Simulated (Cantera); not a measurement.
A closed system holds: 1 mol C₂H₂, 0.014 mol O₂, 0.51 mol H₂, 0.12 mol NH₃, equilibrated at 848 K and 10.0 mbar.

Method: chemical equilibrium by Gibbs-energy minimisation in Cantera with the NASA 1993 tables (ideal gas, pure condensed phases). Candidate condensed phases: C, C₆H₆, C₇H₈, C₈H₁₈, H₂O; 136 gas species. Equilibrium is a limit: real reactors are often held back by kinetics, nucleation or transport.

Base state: H₂ 0.945, N₂ 0.0340, CO 0.0147, CH₄ 0.00571, H₂O 0.00103, CO₂ 4.95e-5 (mole fractions); condensed: C(graphite).

### Question
What changes in the equilibrium state with this change: temperature from 848 K to 2798.15 K?

### Answer
```json
[
 {"species": "H", "before": "<1e-9", "after": "0.523"},
 {"species": "H₂", "before": "0.945", "after": "0.413"},
 {"species": "N₂", "before": "0.0340", "after": "0.0173"},
 {"species": "C₂H₂ (acetylene)", "before": "<1e-9", "after": "0.0137"},
 {"species": "HCN", "before": "5.24e-8", "after": "0.0117"},
 {"species": "CO", "before": "0.0147", "after": "0.0115"},
 {"species": "C₃", "before": "<1e-9", "after": "0.00309"},
 {"species": "C₂H", "before": "<1e-9", "after": "0.00218"},
 {"species": "HNC", "before": "<1e-9", "after": "0.00185"},
 {"species": "CN", "before": "<1e-9", "after": "0.00124"},
 {"species": "H₂O", "before": "0.00103", "after": "<1e-9"},
 {"species": "C(graphite), mol", "before": "1.96", "after": "1.83"}
]
```

### Question
What changes in the equilibrium state with this change: temperature from 848 K to 1375 K?

### Answer
```
species            before    after
----------------  -------  -------
H₂                  0.945    0.950
N₂                 0.0340   0.0337
CO                 0.0147   0.0157
CH₄               0.00571  4.50e-5
H₂O               0.00103  6.89e-7
H                   <1e-9  3.34e-5
CO₂               4.95e-5  5.52e-9
HCN               5.24e-8  7.23e-5
C(graphite), mol     1.96     1.97
```

### Question
What changes in the equilibrium state with this change: temperature from 848 K to 1000 K?

### Answer
| species | before | after |
|---|---|---|
| H₂ | 0.945 | 0.950 |
| N₂ | 0.0340 | 0.0338 |
| CO | 0.0147 | 0.0157 |
| CH₄ | 0.00571 | 0.000861 |
| CO₂ | 4.95e-5 | 1.40e-6 |
| H₂O | 0.00103 | 5.89e-5 |
| C(graphite), mol | 1.96 | 1.97 |
